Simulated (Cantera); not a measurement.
What does this Cantera script print?

```python
import numpy as np
import cantera as ct

gas = ct.Solution("h2o2.yaml")
gas.TPX = 1000, 2000, {'H2': 0.086, 'O2': 1}
inlet = ct.Reservoir(gas, clone=True)

reactor = ct.IdealGasConstPressureReactor(gas, energy="off", clone=False)
exhaust = ct.Reservoir(gas, clone=True)
tau = [0.68, 0.38, 0.22, 0.12, 0.07, 0.04, 0.023, 0.013, 0.0073, 0.0042, 0.0024][0]
for a, b in ((inlet, reactor), (reactor, exhaust)):
    ct.MassFlowController(a, b, mdot=lambda t: reactor.mass / tau)
net = ct.ReactorNet([reactor])
show = ['H2', 'O2', 'H2O2', 'O', 'OH', 'H', 'H2O']

rows = []
print(f"{'tau/s':>10s}{'T/K':>9s}" + "".join(f"{s:>11s}" for s in show))
for tau in [0.68, 0.38, 0.22, 0.12, 0.07, 0.04, 0.023, 0.013, 0.0073, 0.0042, 0.0024]:
    net.initial_time = 0.0
    net.advance(30 * tau)
    before = gas.X
    net.advance(40 * tau)
    drift = np.max(np.abs(gas.X - before) / (gas.X + 1e-9))
    rows.append([gas.T, *gas[show].X, drift])
    print(f"{tau:10.3e}{gas.T:9.1f}" + "".join(f"{x:11.3e}" for x in gas[show].X))
```

Result:

```
     tau/s      T/K         H2         O2       H2O2          O         OH          H        H2O
 6.800e-01   1000.0  7.121e-04  9.163e-01  2.395e-07  1.043e-03  4.417e-04  1.309e-04  8.136e-02
 3.800e-01   1000.0  9.901e-04  9.158e-01  2.672e-07  1.476e-03  5.538e-04  2.322e-04  8.094e-02
 2.200e-01   1000.0  1.345e-03  9.151e-01  2.953e-07  2.028e-03  6.876e-04  3.959e-04  8.039e-02
 1.200e-01   1000.0  1.886e-03  9.141e-01  3.286e-07  2.855e-03  8.769e-04  7.110e-04  7.951e-02
 7.000e-02   1000.0  2.546e-03  9.129e-01  3.593e-07  3.829e-03  1.089e-03  1.186e-03  7.841e-02
 4.000e-02   1000.0  3.476e-03  9.112e-01  3.912e-07  5.125e-03  1.363e-03  1.990e-03  7.679e-02
 2.300e-02   1000.0  4.736e-03  9.091e-01  4.212e-07  6.724e-03  1.690e-03  3.253e-03  7.453e-02
 1.300e-02   1000.0  6.533e-03  9.062e-01  4.491e-07  8.676e-03  2.088e-03  5.222e-03  7.127e-02
 7.300e-03   1000.0  9.084e-03  9.028e-01  4.733e-07  1.081e-02  2.538e-03  8.000e-03  6.673e-02
 4.200e-03   1000.0  1.254e-02  8.996e-01  4.938e-07  1.267e-02  2.982e-03  1.120e-02  6.102e-02
 2.400e-03   1000.0  1.754e-02  8.971e-01  5.126e-07  1.386e-02  3.382e-03  1.426e-02  5.384e-02
```

Model: the H2/O2 subset of GRI-Mech 3.0, which has no nitrogen chemistry, integrated in Cantera. Radical loss at walls, strong at low pressure, is not modelled. The temperature is held fixed by assumption; the heat of reaction is taken as removed at once.
